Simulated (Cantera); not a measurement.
What does this Cantera script print?

```python
import numpy as np
import cantera as ct

gas = ct.Solution("gri30.yaml")
gas.TPX = 650, 101325, {'C3H8': 1, 'O2': 3.57, 'N2': 13.4}
flame = ct.FreeFlame(gas, width=0.04)
flame.set_refine_criteria(ratio=3, slope=0.08, curve=0.16)
flame.transport_model = "mixture-averaged"
flame.solve(loglevel=0, auto=True)
z, T = flame.grid, flame.T
thick = (T[-1] - T[0]) / np.gradient(T, z).max()
show = ['C3H8', 'O2', 'H2O2', 'NO', 'CH3', 'CO']
print(f"laminar burning velocity  {flame.velocity[0] * 100:.3f} cm/s")
print(f"burnt temperature         {T[-1]:.1f} K")
print(f"thermal thickness         {thick * 1e3:.4f} mm")
print(f"grid points               {len(z)}")
z0 = z[flame.heat_release_rate.argmax()]
print(f"{'z/mm':>9s}{'T/K':>9s}{'u/(m/s)':>9s}" + "".join(f"{s:>11s}" for s in show))
rows = []
for k in (-3, -2, -1.5, -1, -0.5, -0.25, 0, 0.25, 0.5, 1, 2, 4, 8):
    zz = z0 + k * thick
    rows.append([k * thick, np.interp(zz, z, T), np.interp(zz, z, flame.velocity),
                 *(np.interp(zz, z, flame.X[gas.species_index(s)]) for s in show)])
    print(f"{rows[-1][0] * 1e3:9.3f}{rows[-1][1]:9.1f}{rows[-1][2]:9.3f}" + "".join(f"{x:11.3e}" for x in rows[-1][3:]))
```

Result:

```
laminar burning velocity  140.841 cm/s
burnt temperature         2284.3 K
thermal thickness         0.2814 mm
grid points               141
     z/mm      T/K  u/(m/s)       C3H8         O2       H2O2         NO        CH3         CO
   -0.844    650.2    1.413  5.550e-02  1.980e-01  9.463e-09  1.566e-09  5.212e-08  1.127e-05
   -0.563    652.8    1.426  5.523e-02  1.967e-01  1.197e-07  2.048e-08  5.890e-07  1.449e-04
   -0.422    661.6    1.454  5.489e-02  1.947e-01  4.726e-07  8.514e-08  2.527e-06  5.902e-04
   -0.281    726.1    1.619  5.333e-02  1.862e-01  2.818e-06  6.166e-07  2.958e-05  4.002e-03
   -0.141   1095.9    2.551  3.655e-02  1.440e-01  1.305e-05  4.677e-06  1.015e-03  2.713e-02
   -0.070   1478.2    3.589  1.134e-02  9.733e-02  1.200e-05  1.060e-05  3.901e-03  5.734e-02
    0.000   1838.2    4.590  3.541e-04  5.003e-02  2.164e-06  2.182e-05  3.394e-03  9.020e-02
    0.070   2038.4    5.124  6.625e-07  2.160e-02  4.304e-07  4.026e-05  1.162e-03  1.050e-01
    0.141   2115.4    5.315  3.058e-10  9.086e-03  1.305e-07  6.075e-05  2.993e-04  1.057e-01
    0.281   2153.2    5.390  2.805e-16  2.382e-03  6.674e-08  8.878e-05  1.375e-05  9.936e-02
    0.563   2173.1    5.421  8.767e-23  1.094e-03  5.236e-08  1.082e-04  6.972e-08  9.457e-02
    1.126   2195.5    5.467  9.116e-30  7.953e-04  4.229e-08  1.167e-04  3.591e-11  9.382e-02
    2.251   2223.2    5.526  5.511e-35  5.130e-04  3.084e-08  1.216e-04  2.802e-13  9.414e-02
```

Model: GRI-Mech 3.0 (53 species, 325 reactions), integrated in Cantera. GRI-Mech 3.0 was tuned for natural gas; its chemistry of propane as a main component is partial and can be far from experiment. Burning velocities carry a grid error of a few per cent, more on coarse grids.
